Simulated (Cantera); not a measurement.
A perfectly stirred reactor is fed with 17.0 % H2, 11.2 % O2, 71.7 % N2, equivalence ratio 0.76, at 5.00 bar; it is adiabatic with a 725 K inlet, and is followed from long to short residence time, starting on the burning branch (τ in s: 0.04, 0.022, 0.012, 0.0068, 0.0037, 0.0021, 0.0011, 0.00063, 0.00035, 0.00019, 0.00011, 5.8e-05, 3.2e-05).

Model: the H2/O2 subset of GRI-Mech 3.0, which has no nitrogen chemistry, integrated in Cantera. The hydrogen kinetics of GRI-Mech 3.0 are dated; newer H2 mechanisms differ, most at raised pressure.

Task: Predict: blow-out, bracketed by the residence times tried; x(H2) at τ = 40.0 ms; x(O2) at τ = 40.0 ms; x(H2O) at τ = 40.0 ms; x(H) at τ = 40.0 ms; x(O) at τ = 40.0 ms; x(H2) at τ = 1.10 ms; x(O2) at τ = 1.10 ms; x(H2O) at τ = 1.10 ms; x(H) at τ = 1.10 ms; x(O) at τ = 1.10 ms.

Result: 
```
Quantity                                                                           Value
------------------------------------------------  --------------------------------------
blow-out, bracketed by the residence times tried  burning at 32.0 µs, the shortest tried
x(H2) at τ = 40.0 ms                                                            0.000230
x(O2) at τ = 40.0 ms                                                              0.0292
x(H2O) at τ = 40.0 ms                                                              0.185
x(H) at τ = 40.0 ms                                                              1.58e-5
x(O) at τ = 40.0 ms                                                              7.04e-5
x(H2) at τ = 1.10 ms                                                             0.00171
x(O2) at τ = 1.10 ms                                                              0.0293
x(H2O) at τ = 1.10 ms                                                              0.182
x(H) at τ = 1.10 ms                                                             0.000287
x(O) at τ = 1.10 ms                                                             0.000460
```
